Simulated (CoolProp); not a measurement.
A closed Brayton cycle with carbon dioxide: compressor inlet 316.15 K and 9.9 MPa, high pressure 28.9 MPa, turbine inlet 640 K, compressor efficiency 0.85, turbine efficiency 0.9, recuperator effectiveness 0.8 (on enthalpy, no pinch check). Each further row changes one setting.

The numbers come from the reference Helmholtz-energy equation of state, Span 1996 in CoolProp.

```
case                           thermal efficiency (%)  net work (kJ/kg)  compressor to turbine work  compressor exit (K)  turbine exit (K)
-----------------------------  ----------------------  ----------------  --------------------------  -------------------  ----------------
as stated                                        25.7              67.1                        0.34                361.8             527.7
turbine inlet 590 K                              23.4              55.8                         [?]                361.8               [?]
compressor inlet 326.15 K                        23.5              53.0                        0.48                  [?]             527.7
high pressure 24.6 MPa                           24.5              60.7                        0.31                  [?]               [?]
recuperator effectiveness 0.5                    20.7              67.1                        0.34                361.8             527.7
```

Task: Some entries are withheld; supply them.

Result: 
- turbine inlet 590 K, compressor to turbine work: 0.39
- turbine inlet 590 K, turbine exit (K): 482.0
- compressor inlet 326.15 K, compressor exit (K): 401.6
- high pressure 24.6 MPa, compressor exit (K): 354.3
- high pressure 24.6 MPa, turbine exit (K): 544.2
